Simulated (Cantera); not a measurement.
Charge: 1 mol Si₂Cl₆, 12 mol NH₃, 75 mol H₂, at 13300 Pa.

These are equilibrium values from Cantera (NASA tables, ideal gas, pure condensed phases), not measurements of a reactor. Candidate condensed phases: NH₄Cl, Si, Si₃N₄; 28 gas species. The feed counts by its element totals alone. The numbers say what is thermodynamically allowed, not how fast it happens.

Over these rows the condensed part is Si₃N₄(s). Partial pressures as log10 of bar:

```json
[
 {"T (K)": "1023", "1000/T (1/K)": "0.9775", "log p SiCl₂": "-8.45", "log p H₂": "-0.92", "log p HCl": "-2.10", "log p N₂": "-2.21"},
 {"T (K)": "1073", "1000/T (1/K)": "0.9320", "log p SiCl₂": "-7.82", "log p H₂": "-0.92", "log p HCl": "-2.10", "log p N₂": "-2.21"},
 {"T (K)": "1123", "1000/T (1/K)": "0.8905", "log p SiCl₂": "?", "log p H₂": "-0.92", "log p HCl": "-2.10", "log p N₂": "-2.21"},
 {"T (K)": "1173", "1000/T (1/K)": "0.8525", "log p SiCl₂": "-6.73", "log p H₂": "-0.92", "log p HCl": "-2.10", "log p N₂": "-2.21"},
 {"T (K)": "1223", "1000/T (1/K)": "0.8177", "log p SiCl₂": "-6.25", "log p H₂": "-0.92", "log p HCl": "-2.10", "log p N₂": "-2.21"},
 {"T (K)": "1273", "1000/T (1/K)": "0.7855", "log p SiCl₂": "-5.80", "log p H₂": "-0.92", "log p HCl": "-2.10", "log p N₂": "-2.21"}
]
```

### Question
Fit log p(SiCl₂) = a + b·(1000/T) to the five rows, give the apparent enthalpy, and predict the row at 1123 K.

### Answer
Means: 1000/T = 0.8730, log p = -7.010. Sxy = -0.351913, Sxx = 0.0255358, so b = -13.78 and a = -7.010 − (-13.78)×0.8730 = 5.02.
Apparent enthalpy: −19.145 × (-13.78) = 264 kJ/mol. With the condensed phases at unit activity, 1/3 Si₃N₄(s) + 2 HCl(g) = SiCl₂(g) + H₂(g) + 2/3 N₂(g) links this pressure to the main gases: over the six rows their terms move log p by +0.00 in all, so the slope is close to that reaction's ΔH°. The five rows lie within 0.01 of the line.
Prediction at 1123 K: 5.02 + (-13.78)×0.8905 = -7.25. The computed value is -7.25, 0.00 from the line.
